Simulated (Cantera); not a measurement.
Ignition delay

Mixture: C₃H₈ : O₂ : N₂ = 1 : 3.12 : 11.8 (molar parts), equivalence ratio 1.6, at 3.85 atm, adiabatic and at constant pressure. Ignition delay is the time to a rise of 400 K.

Detailed kinetics in Cantera: GRI-Mech 3.0 (53 species, 325 reactions). GRI-Mech 3.0 was tuned for natural gas; its chemistry of propane as a main component is partial and can be far from experiment.

| T0 (K) | delay (ms) |
|---|---|
| 1275 | 0.804 |
| 1375 | 0.165 |
| 1475 | 0.0473 |
| 1575 | 0.0181 |
| 1675 | 0.00873 |
| 1775 | 0.00502 |
| 1875 | 0.00328 |
| 1975 | 0.00234 |
| 2075 | 0.00178 |
| 2175 | 0.00142 |

```json
{
  "apparent activation energy between 1975 and 2175 K": "89 kJ/mol"
}
```
